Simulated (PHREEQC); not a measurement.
Dissolve 8.8e-05 mol PbCl2 and 0.15 mol HNO3 per kg of water at 25 °C. Closed to the air; pH follows from the charge balance.

Equilibrium calculation in PHREEQC: ion-association model, phreeqc.dat.

No solid was allowed to form.

Question: Predict the pH, density.

Answer: pH 0.92; density 1.002 g/cm³.

Question: In which forms is Pb present?

Answer: Pb+2 59 %, PbNO3+ 41 % of the Pb.

Species that the database lacks are ignored.
